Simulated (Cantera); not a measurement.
Charge: 1 mol C₃H₆, 0.015 mol O₂, 0.78 mol N₂, equilibrated at 1873 K and 9.00 Torr.

Cantera equilibrium calculation (NASA polynomials, part measured and part estimated; ideal gas, pure solids and liquids). Candidate condensed phases: C, C₆H₆, C₇H₈, C₈H₁₈, H₂O; 136 gas species. Rates play no part.

Base state: H₂ 0.781, N₂ 0.202, CO 0.00785, H 0.00521, HCN 0.00344, C₂H₂ (acetylene) 0.000244, HNC 0.000153 (mole fractions); condensed: C(graphite).

Q: What changes in the equilibrium state with this change: pressure from 9.00 Torr to 0.315 Torr?

A: 
```csv
species,before,after
H₂,0.781,0.761
N₂,0.202,0.200
H,0.00521,0.0275
C₂H₂ (acetylene),0.000244,0.000237
HCN,0.00344,0.00337
HNC,0.000153,0.000150
CO,0.00785,0.00777
"C(graphite), mol",2.95,2.95
```
